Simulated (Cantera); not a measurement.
Charge: 1 mol B2O3, 9.9 mol O2, 2 mol N2, equilibrated at 2023.15 K and 30.8 Torr.

Method: chemical equilibrium by Gibbs-energy minimisation in Cantera with the NASA 1993 tables (ideal gas, pure condensed phases). Candidate condensed phases: B, BN, B2O3; 17 gas species. Equilibrium is a limit: real reactors are often held back by kinetics, nucleation or transport.

Base state: O2 0.752, N2 0.151, B2O3 0.0665, BO2 0.0209, NO 0.00675, O 0.00342, BO 2.78e-5 (mole fractions); condensed: gas only.

Q: What changes in the equilibrium state with this change: temperature from 2023.15 K to 1423.15 K?

A: 
```json
[
 {"species": "O2", "before": "0.752", "after": "0.831"},
 {"species": "N2", "before": "0.151", "after": "0.168"},
 {"species": "NO", "before": "0.00675", "after": "0.000756"},
 {"species": "B2O3", "before": "0.0665", "after": "0.000100"},
 {"species": "BO2", "before": "0.0209", "after": "2.78e-5"},
 {"species": "BO", "before": "2.78e-5", "after": "<1e-9"},
 {"species": "O", "before": "0.00342", "after": "6.08e-6"},
 {"species": "B2O3(l), mol", "before": "0", "after": "0.999"}
]
```
